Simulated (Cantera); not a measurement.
Carbothermic reduction: CuO + CH4 + N2

A closed system holds: 1 mol CuO, 0.75 mol CH4, 8.1 mol N2, equilibrated at 0.100 bar.

Cantera equilibrium calculation (NASA polynomials, part measured and part estimated; ideal gas, pure solids and liquids). Candidate condensed phases: C, C6H6, C7H8, C8H18, Cu, CuO, Cu(OH)2, Cu2O, H2O; 139 gas species. Kinetics and transport are ignored.

| T (K) | x N2 | x H2 | x Cu | x CO | x H | x H2O | x CO2 | n Cu(s) | n Cu(l) |
|---|---|---|---|---|---|---|---|---|---|
| 923 | 0.783 | 0.132 | 5.48e-12 | 0.0607 | 2.81e-10 | 0.0125 | 0.0117 | 1.00 | 0 |
| 1123 | 0.783 | 0.128 | 1.25e-8 | 0.0648 | 4.83e-8 | 0.0165 | 0.00763 | 1.00 | 0 |
| 1323 | 0.783 | 0.126 | 2.68e-6 | 0.0671 | 1.78e-6 | 0.0188 | 0.00538 | 1.000 | 0 |
| 1523 | 0.783 | 0.125 | 0.000120 | 0.0684 | 2.58e-5 | 0.0201 | 0.00409 | 0 | 0.999 |
| 1723 | 0.781 | 0.124 | 0.00213 | 0.0690 | 0.000203 | 0.0208 | 0.00330 | 0 | 0.978 |
| 1923 | 0.766 | 0.120 | 0.0204 | 0.0682 | 0.00103 | 0.0209 | 0.00275 | 0 | 0.783 |
| 2123 | 0.713 | 0.110 | 0.0872 | 0.0637 | 0.00377 | 0.0196 | 0.00226 | 0 | 0 |
| 2323 | 0.710 | 0.106 | 0.0873 | 0.0637 | 0.0112 | 0.0194 | 0.00205 | 0 | 0 |
| 2523 | 0.703 | 0.0977 | 0.0867 | 0.0632 | 0.0275 | 0.0183 | 0.00189 | 0 | 0 |
x: gas mole fraction; n: condensed amount in mol.

From 923 K to 1323 K the condensed part is Cu(s). From 1523 K to 1923 K the condensed part is Cu(l). From 2123 K to 2523 K nothing is condensed.
